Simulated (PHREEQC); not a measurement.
Synthetic water in mg/kgw, 91 °C, pH 2.36, pe 9.3:

```
constituent  mg/kgw
-----------  ------
Na             96.2
K            0.0238
Ca             56.9
Mg               13
Cl             22.5
S(6) as SO4     763
Ni            0.076
Zn             8.54
Fe(3)         0.894
```

Valence states are taken as typed.

Computed with PHREEQC (ion-association model, wateq4f.dat).

```
Item                          Result
--------------------  --------------
ionic strength        0.0156 mol/kgw
total alkalinity        -9.42 meq/kg
charge-balance error           5.6 %
```

| species | molality | activity | log γ |
|---|---|---|---|
| H+ | 0.00493 | 0.00436 | -0.053 |
| HSO4- | 0.00444 | 0.00385 | -0.062 |
| Na+ | 0.00414 | 0.00359 | -0.062 |
| SO4-2 | 0.00281 | 0.00161 | -0.243 |
| Ca+2 | 0.00106 | 0.000612 | -0.239 |
| Cl- | 0.000634 | 0.000547 | -0.064 |
| CaSO4 | 0.000324 | 0.000325 | 0.002 |
| Mg+2 | 0.000284 | 0.000166 | -0.235 |
| MgSO4 | 0.000250 | 0.000251 | 0.002 |
| Zn+2 | 9.69e-5 | 5.66e-5 | -0.234 |
| NaSO4- | 4.68e-5 | 4.08e-5 | -0.060 |
| CaHSO4+ | 3.27e-5 | 2.83e-5 | -0.062 |
| ZnSO4 | 3.22e-5 | 3.23e-5 | 0.002 |
| FeSO4+ | 6.65e-6 | 5.78e-6 | -0.060 |
| FeOH+2 | 6.16e-6 | 3.53e-6 | -0.242 |
| Fe(OH)2+ | 2.39e-6 | 2.08e-6 | -0.060 |

This is a speciation only: nothing precipitates in the calculation. The solution is supersaturated, for example in Hematite (slow to form), Goethite (slow to form), so a real one may precipitate; this is no full list. Away from 25 °C the constants follow the database's enthalpies or fits; those with neither stay at their 25 °C values.
